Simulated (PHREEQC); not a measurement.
1 kg of water holding 0.012 mol/kgw NaCl, 0.44 mol/kgw Na2CO3, 0.061 mol/kgw Na2SO4 and 0.23 mol/kgw NaOH is evaporated at 30 °C; the solids stay in contact with the brine. The system is closed to CO2. Solids allowed: Burkeite, Halite, Mirabilite, Nahcolite, Natron, Thenardite, Trona. Others were left out.

Computed with PHREEQC (Pitzer model, pitzer.dat).

| water left (kg) | ionic strength | water activity | Natron (mol) | Burkeite (mol) |
|---|---|---|---|---|
| 1 | 1.74 | 0.973 | 0 | 0 |
| 0.8219 | 2.12 | … | 0 | 0 |
| 0.6755 | 2.58 | 0.960 | 0 | 0 |
| 0.5552 | … | 0.952 | 0 | 0 |
| 0.4563 | 3.82 | 0.941 | 0 | 0 |
| 0.375 | 4.65 | 0.927 | 0 | 0 |
| 0.3082 | 5.66 | 0.910 | 0 | 0 |
| 0.2533 | 6.89 | 0.887 | 0 | 0 |
| 0.2082 | 8.38 | 0.857 | 0 | 0 |
| 0.1464 | 9.11 | 0.830 | … | 0 |
| 0.0982 | 10.6 | 0.778 | 0.236 | 0 |
| 0.0686 | 11.7 | 0.715 | … | 0.0179 |
| 0.06407 | 15.3 | 0.626 | 0.172 | 0.0275 |

Problem. Fill in the missing entries.

Solution. 
- 0.8219, water activity: 0.967
- 0.5552, ionic strength: 3.14
- 0.1464, Natron (mol): 0.137
- 0.0686, Natron (mol): 0.261
